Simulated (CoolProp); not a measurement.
A simple Rankine cycle with chloromethane (R40): condensing at 331.15 K, boiler at 3.51 MPa, turbine inlet 417.4 K, turbine efficiency 0.65, pump efficiency 0.7, no recuperator. Each further row changes one setting.

Values from CoolProp's reference Helmholtz-energy equation of state, Thol 2014.

```
case                             thermal efficiency (%)  net work (kJ/kg)  heat in (kJ/kg)  turbine exit temperature (K)  volume ratio over the turbine
-------------------------------  ----------------------  ----------------  ---------------  ----------------------------  -----------------------------
as stated                                           7.1              27.7              390                         358.5                           2.44
turbine inlet 437.4 K                               7.4              30.7              416                         379.8                           2.43
condensing temperature 323.15 K                     8.2              33.2              403                         348.3                           2.92
boiler pressure 2.46 MPa                            4.9              19.9              409                         382.7                           1.73
turbine efficiency 0.55                             5.9              22.9              390                         362.7                           2.49
```
